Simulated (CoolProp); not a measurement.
Carbonyl sulfide at 298.15 K and 0.1 MPa is compressed adiabatically to 0.207 MPa with isentropic efficiency 0.7. Each further row changes one setting.

Model: reference Helmholtz-energy equation of state, Lemmon 2006, in CoolProp. It is a short technical equation, of lower accuracy than the large ones.

```json
[
 {"case": "as stated", "work (kJ/kg)": "[?]", "final temperature (K)": "362.5", "final density (kg/m³)": "[?]"},
 {"case": "efficiency 1", "work (kJ/kg)": "[?]", "final temperature (K)": "[?]", "final density (kg/m³)": "[?]"},
 {"case": "efficiency 0.65", "work (kJ/kg)": "[?]", "final temperature (K)": "[?]", "final density (kg/m³)": "4.12"}
]
```

Task: Some entries are withheld; supply them.

Result: 
- as stated, work (kJ/kg): 45.6
- as stated, final density (kg/m³): 4.18
- efficiency 1, work (kJ/kg): 31.9
- efficiency 1, final temperature (K): 344.2
- efficiency 1, final density (kg/m³): 4.41
- efficiency 0.65, work (kJ/kg): 49.1
- efficiency 0.65, final temperature (K): 367.2
